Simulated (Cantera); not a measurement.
**Equilibrium for abatement and gas-phase synthesis: S + H₂O + H₂**

Input: 1 mol S, a varied amount of H₂O, 1.4 mol H₂, at 2598.15 K and 30.8 Torr.

Cantera equilibrium calculation (NASA polynomials, part measured and part estimated; ideal gas, pure solids and liquids). Candidate condensed phases: H₂O, H₂SO₄, S; 19 gas species. Rates play no part.

| n(H₂O) (mol) | x H₂ | x H₂O | x H | x SO | x S | x S₂ | x SO₂ | x OH | x SH |
|---|---|---|---|---|---|---|---|---|---|
| 0.58 | 0.490 | 0.0973 | 0.132 | 0.0676 | 0.0841 | 0.0683 | 0.0131 | 0.00604 | 0.0362 |
| 0.71 | 0.482 | 0.113 | 0.131 | 0.0742 | 0.0780 | 0.0587 | 0.0170 | 0.00709 | 0.0333 |
| 0.87 | 0.473 | 0.132 | 0.129 | 0.0800 | 0.0712 | 0.0489 | 0.0217 | 0.00831 | 0.0301 |
| 1.1 | 0.462 | 0.155 | 0.128 | 0.0851 | 0.0625 | 0.0378 | 0.0280 | 0.00994 | 0.0261 |
| 1.3 | 0.453 | 0.175 | 0.127 | 0.0874 | 0.0560 | 0.0302 | 0.0329 | 0.0113 | 0.0232 |
| 1.6 | 0.439 | 0.201 | 0.125 | 0.0880 | 0.0475 | 0.0218 | 0.0394 | 0.0132 | 0.0194 |
| 2 | 0.423 | 0.234 | 0.122 | 0.0858 | 0.0383 | 0.0142 | 0.0463 | 0.0156 | 0.0153 |
| 2.4 | 0.407 | 0.264 | 0.120 | 0.0815 | 0.0311 | 0.00932 | 0.0516 | 0.0180 | 0.0122 |
| 2.9 | 0.388 | 0.298 | 0.117 | 0.0749 | 0.0241 | 0.00561 | 0.0562 | 0.0208 | 0.00923 |
| 3.6 | 0.363 | 0.340 | 0.113 | 0.0653 | 0.0172 | 0.00286 | 0.0598 | 0.0246 | 0.00637 |
| 4.4 | 0.337 | 0.382 | 0.109 | 0.0553 | 0.0121 | 0.00141 | 0.0612 | 0.0286 | 0.00431 |
| 5.4 | 0.310 | 0.424 | 0.105 | 0.0452 | 0.00817 | 0.000644 | 0.0604 | 0.0331 | 0.00279 |
| 6.6 | 0.283 | 0.463 | 0.100 | 0.0362 | 0.00546 | 0.000288 | 0.0578 | 0.0378 | 0.00178 |
x: gas mole fraction; nothing condenses.

From 0.58 mol H₂O to 6.6 mol H₂O nothing is condensed.
